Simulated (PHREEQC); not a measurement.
## Nickel, zinc or cadmium bath

Make-up at 25 °C: 0.001 mol ZnSO4, 0.00028 mol NaCl and 0.028 mol MnSO4 per kg of water. Closed to the air; pH follows from the charge balance.

Model: ion-association model, wateq4f.dat, run in PHREEQC.

The pH is 6.28 and the ionic strength is 0.0736 mol/kgw.

| species | molality | activity | log γ |
|---|---|---|---|
| SO4-2 | 0.0183 | 0.00751 | -0.386 |
| Mn+2 | 0.0178 | 0.00776 | -0.361 |
| MnSO4 | 0.0102 | 0.0104 | 0.007 |
| Zn+2 | 0.000534 | 0.000233 | -0.361 |
| ZnSO4 | 0.000403 | 0.000410 | 0.007 |
| Cl- | 0.000271 | 0.000213 | -0.104 |

This is a speciation only: nothing precipitates in the calculation. Complexes and solids missing from the database can't appear.
